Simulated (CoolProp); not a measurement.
Decamethylcyclopentasiloxane (D5) along the isotherm 620 K: Z from the reference equation and from simpler models built on Tc = 618.3 K, pc = 1078 kPa, ω = 0.631; each cubic takes its own stable root.

Values from CoolProp's reference Helmholtz-energy equation of state, Thol 2019.

```tsv
p (kPa)	phase	reference
898	gas	0.5942
1800	supercritical	0.2540
2690	supercritical	0.3505
3590	supercritical	0.4472
4490	supercritical	0.5420
5390	supercritical	0.6350
6290	supercritical	0.7265
7180	supercritical	0.8156
8080	supercritical	0.9045
8980	supercritical	0.9924
9880	supercritical	1.079
10800	supercritical	1.167
```

### Question
How far does each simpler model (van der Waals, Redlich-Kwong, Soave-Redlich-Kwong, Peng-Robinson) lie from the reference over these 12 states: mean and median of the absolute difference, and the worst?

### Answer
- van der Waals: mean 39.9 %, median 41.6 %, worst +48.1 % at 620 K and 1800 kPa
- Redlich-Kwong: mean 11.1 %, median 9.8 %, worst +22.1 % at 620 K and 1800 kPa
- Soave-Redlich-Kwong: mean 11.3 %, median 9.9 %, worst +22.6 % at 620 K and 1800 kPa
- Peng-Robinson: mean 3.0 %, median 2.6 %, worst +10.5 % at 620 K and 1800 kPa
